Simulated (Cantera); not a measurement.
A freely propagating, adiabatic, planar premixed flame of H2 : O2 : N2 = 1 : 0.98 : 3.69 (molar parts), unburnt at 400 K and 825 Torr; multicomponent+Soret transport, grid criteria slope 0.08 and curve 0.16, no radiation.

Detailed kinetics in Cantera: the H2/O2 subset of GRI-Mech 3.0, which has no nitrogen chemistry. Burning velocities carry a grid error of a few per cent, more on coarse grids. Lean hydrogen flames are cellular in practice and burn faster than this planar one.

**Question.** Predict: laminar burning velocity; thermal thickness; peak x(H); peak x(HO2); peak x(O).

**Answer.** laminar burning velocity: 78.9 cm/s
thermal thickness: 0.384 mm
peak x(H): 0.00420
peak x(HO2): 0.000314
peak x(O): 0.00399
